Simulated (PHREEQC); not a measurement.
Make-up at 25 °C: 0.12 mol/kgw MnSO4, 0.0076 mol/kgw CuCl2 and 0.00073 mol/kgw NaF. Closed to the air; pH follows from the charge balance.

Computed with PHREEQC (ion-association model, wateq4f.dat).

```
quantity                         before   after
-------------------------------  ------  ------
pH                                 5.30    5.45
ionic strength (mol/kgw)          0.273   0.307
Mn+2 (mol/kgw)                   0.0654  0.0740
SO4-2 (mol/kgw)                  0.0629  0.0716
MnSO4 (mol/kgw)                  0.0534  0.0447
Cl- (mol/kgw)                    0.0141  0.0140
SI of Halite (NaCl)               -6.90   -6.86
SI of Mirabilite (Na2SO4:10H2O)   -7.30   -6.25
```

Q: Which change was made?
(A) temperature from 25 to 5 °C
(B) CuCl2 replaced by CdCl2 at the same molality
(C) temperature from 25 to 45 °C
(D) diluted 5-fold with water
(E) CuCl2 from 0.0076 to 0.0114 mol/kgw

A: A, temperature from 25 to 5 °C

Precipitation was switched off in this run. Some of these states are supersaturated (in Antlerite, Brochantite, Atacamite, for instance). Constants without temperature data keep their 25 °C values here.
